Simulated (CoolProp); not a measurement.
Vapour-liquid equilibrium of R134a (1) + R142b (2) at 5.08 kPa; x and y are mole fractions of (1).

Computed with CoolProp (multi-fluid Helmholtz-energy mixture model, Tillner-Roth 1994 and Lemmon 2006; pair parameters Bell 2016).

```csv
x,bubble temperature (K),y at the bubble point,dew temperature at overall composition x (K),liquid density (mol/L)
0.05,206.9,0.132,207.7,13.16
0.15,204.8,0.331,206.8,13.34
0.25,203.2,0.474,205.7,13.51
0.35,201.8,0.581,204.6,13.68
0.45,200.7,0.665,203.4,13.86
0.55,199.8,0.735,202.2,14.03
0.65,199.1,0.796,200.9,14.21
0.75,198.5,0.853,199.7,14.39
0.85,197.9,0.909,198.5,14.58
0.95,197.4,0.968,197.5,14.78
```

No azeotrope shows between x = 0.05 and 0.95.

Pair parameters are fitted to limited data, so mixtures are less certain than the pure fluids.
